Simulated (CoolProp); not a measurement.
Vapour-liquid equilibrium of cyclohexane (1) + toluene (2) at 444.3 K; x and y are mole fractions of (1).

Computed with CoolProp (multi-fluid Helmholtz-energy mixture model, Zhou 2014 and Lemmon 2006; pair parameters Bell 2016).

```json
[
 {"x": "0.05", "bubble pressure, mixture model (kPa)": "460.4", "bubble pressure, Raoult's law (kPa)": "453.3", "y, mixture model": "0.098", "y, Raoult's law": "0.091"},
 {"x": "0.15", "bubble pressure, mixture model (kPa)": "511.1", "bubble pressure, Raoult's law (kPa)": "492.6", "y, mixture model": "0.260", "y, Raoult's law": "0.252"},
 {"x": "0.25", "bubble pressure, mixture model (kPa)": "558.1", "bubble pressure, Raoult's law (kPa)": "531.9", "y, mixture model": "0.390", "y, Raoult's law": "0.389"},
 {"x": "0.35", "bubble pressure, mixture model (kPa)": "601.8", "bubble pressure, Raoult's law (kPa)": "571.2", "y, mixture model": "0.498", "y, Raoult's law": "0.506"},
 {"x": "0.45", "bubble pressure, mixture model (kPa)": "642.5", "bubble pressure, Raoult's law (kPa)": "610.5", "y, mixture model": "0.591", "y, Raoult's law": "0.609"},
 {"x": "0.55", "bubble pressure, mixture model (kPa)": "680.6", "bubble pressure, Raoult's law (kPa)": "649.8", "y, mixture model": "0.674", "y, Raoult's law": "0.700"},
 {"x": "0.65", "bubble pressure, mixture model (kPa)": "716.3", "bubble pressure, Raoult's law (kPa)": "689.1", "y, mixture model": "0.751", "y, Raoult's law": "0.780"},
 {"x": "0.75", "bubble pressure, mixture model (kPa)": "750.0", "bubble pressure, Raoult's law (kPa)": "728.3", "y, mixture model": "0.823", "y, Raoult's law": "0.851"},
 {"x": "0.85", "bubble pressure, mixture model (kPa)": "781.9", "bubble pressure, Raoult's law (kPa)": "767.6", "y, mixture model": "0.894", "y, Raoult's law": "0.915"},
 {"x": "0.95", "bubble pressure, mixture model (kPa)": "812.1", "bubble pressure, Raoult's law (kPa)": "806.9", "y, mixture model": "0.964", "y, Raoult's law": "0.973"}
]
```

The largest gap from Raoult's law is +5.4 % in bubble pressure, at x = 0.35. No azeotrope shows between x = 0.05 and 0.95.

The pair parameters rest on a limited set of measurements; away from them the model extrapolates.
